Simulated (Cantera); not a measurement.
Input: 1 mol Si3N4, 1.4 mol H2, 17 mol N2, 30 mol HCl, equilibrated at 1650 K.

These are equilibrium values from Cantera (NASA tables, ideal gas, pure condensed phases), not measurements of a reactor. Candidate condensed phases: NH4Cl, Si, Si3N4; 28 gas species. The tables' values for SiCl3 are old estimates; treat these amounts as uncertain. Kinetics and transport are ignored.

### Question
At 0.190 bar, list the 5 most abundant gas species with their mole fractions, and the condensed phases.

### Answer
HCl 0.435, N2 0.387, H2 0.116, SiCl2 0.0261, SiCl4 0.0191. Condensed: gas only.
